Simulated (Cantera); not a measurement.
An isothermal plug-flow reactor at 825 K and 2.70 bar (inlet), inlet velocity 0.85 m/s, active area per volume 270 1/m; feed CO : O2 : N2 = 0.0028 : 0.15 : 0.79 (molar parts), equivalence ratio 0.0093.

Computed with Cantera and Deutschmann's 1995 Pt surface mechanism with GRI-Mech 3.0 gas chemistry. Catalytic surfaces can have several steady states; this one follows from the mechanism file's or the stated starting coverage. Mass transfer to the wall is taken as infinitely fast.

```csv
quantity,before,after
x(CO) at z = 0.01 m,0.00117,2.56e-11
x(O2) at z = 0.01 m,0.158,0.158
x(H2O) at z = 0.01 m,<1e-12,<1e-12
x(CO2) at z = 0.01 m,0.00180,0.00297
θ(free Pt) at the exit,0.0288,0.130
θ(O*) at the exit,0.971,0.870
```

What was changed between the two runs?
A. inlet velocity 0.85 to 0.2 m/s
B. pressure from 2.70 bar to 4.40 bar
C. area per volume 270 to 180 1/m
D. temperature 825 to 998 K

D, temperature 825 to 998 K
